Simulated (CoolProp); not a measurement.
The fluid at 298.15 K and 9.1 MPa flows at 0.065 m/s in a round tube of 25 mm bore and 0.25 µm roughness, fully developed (64/Re and Nu = 3.66 if laminar; Colebrook and Gnielinski if turbulent). The same conditions are run with several fluids, on thermodynamics alone (safety and materials aside).

Computed with CoolProp (reference Helmholtz-energy equation of state of each fluid (R407C: Lemmon 2003; R124: de Vries 1995; CH2F2 (R32): Tillner-Roth 1997; carbon dioxide: Span 1996)). Blends and air are pseudo-pure fits.

Rank R407C, R124, CH2F2 (R32), carbon dioxide by Reynolds number, highest first.

carbon dioxide (18100), CH2F2 (R32) (12800), R407C (11000), R124 (7800)

| fluid | Darcy friction factor | pressure drop (Pa/m) | heat-transfer coefficient (W/(m² K)) | mass flow (kg/h) |
|---|---|---|---|---|
| R407C | 0.0302 | 3.02 | 214 | 136 |
| R124 | 0.0330 | 3.90 | 154 | 160 |
| CH2F2 (R32) | 0.0290 | 2.45 | 301 | 115 |
| carbon dioxide | 0.0265 | 1.80 | 311 | 92.1 |

Transport values come from each fluid's own correlations; those of R124, CH2F2 (R32) are estimates that may be off by 10 % or more.
